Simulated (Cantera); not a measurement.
Mixture: CH₄ : H₂ : O₂ : N₂ = 0.53 : 0.11 : 1.58 : 5.94 (molar parts), at 6.50 bar, adiabatic and at constant pressure. Ignition delay is the time to a rise of 400 K.

Computed with Cantera and GRI-Mech 3.0 (53 species, 325 reactions). Below about 1000 K GRI-Mech 3.0 lacks low-temperature oxidation paths. Below about 950 K walls govern HO2 and H2O2 in real vessels.

**Question.** Predict: delay at 900 K; delay at 950 K; delay at 1000 K; delay at 1050 K; delay at 1100 K; delay at 1150 K; delay at 1200 K; apparent activation energy between 1100 and 1200 K.

**Answer.** 
| Property | Value |
|---|---|
| delay at 900 K | 0.272 s |
| delay at 950 K | 70.8 ms |
| delay at 1000 K | 21.2 ms |
| delay at 1050 K | 7.64 ms |
| delay at 1100 K | 3.47 ms |
| delay at 1150 K | 1.91 ms |
| delay at 1200 K | 1.17 ms |
| apparent activation energy between 1100 and 1200 K | 120 kJ/mol |
